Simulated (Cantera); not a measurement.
Input (Python, Cantera):

```python
import numpy as np
import cantera as ct

gas = ct.Solution("gri30.yaml")


def delay(T, t_max=10):
    gas.TPX = T, 35000, {'CH3OH': 1, 'O2': 2.42, 'N2': 9.1, 'H2O': 0.47}
    reactor = ct.IdealGasReactor(gas, clone=False)
    net = ct.ReactorNet([reactor])
    net.rtol, net.atol = 1e-8, 1e-16
    while net.time < t_max:
        t_old, T_old = net.time, reactor.T
        net.step()
        if reactor.T > T + 400:  # ignition: a rise of 400 K
            return t_old + (T + 400 - T_old) / (reactor.T - T_old) * (net.time - t_old)
    return np.nan


taus = []
for T in [1223, 1273, 1323, 1373, 1423, 1473, 1523, 1573, 1623, 1673]:
    taus.append(delay(T))
    print(f"T0 = {T:6g} K   tau = {taus[-1]:.4e} s")
```

Result:

```
T0 =   1223 K   tau = 1.6732e-02 s
T0 =   1273 K   tau = 7.8985e-03 s
T0 =   1323 K   tau = 3.9880e-03 s
T0 =   1373 K   tau = 2.1418e-03 s
T0 =   1423 K   tau = 1.2169e-03 s
T0 =   1473 K   tau = 7.2715e-04 s
T0 =   1523 K   tau = 4.5429e-04 s
T0 =   1573 K   tau = 2.9501e-04 s
T0 =   1623 K   tau = 1.9809e-04 s
T0 =   1673 K   tau = 1.3693e-04 s
```

Cantera simulation using GRI-Mech 3.0 (53 species, 325 reactions); the numbers are that mechanism's predictions, not measurements. GRI-Mech 3.0 was tuned for natural gas; its chemistry of methanol as a main component is partial and can be far from experiment.
